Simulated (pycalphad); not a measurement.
All values are pycalphad results on the COST 507 light-alloy database (1999) (1 atm), not direct measurements. The data set is of 1999 and partly superseded. Amounts are mole fractions of atoms.

Task: Give the equilibrium state of Sn-24.4Si (at.%) at 960 K.

Result: LIQUID, fraction 0.758, with 0.24 Si at.%; DIAMOND_A4, fraction 0.242, with >99.99 Si at.%.

Task: Give the equilibrium state of Sn-24.4Si (at.%) at 500 K.

Result: BCT_A5, fraction 0.756, with no Si at.%; DIAMOND_A4, fraction 0.244, with >99.99 Si at.%.

DIAMOND_A4 is diamond (Si); BCT_A5 is bct (Sn). An entry "none" or "no" means that the model of the phase leaves that element out.
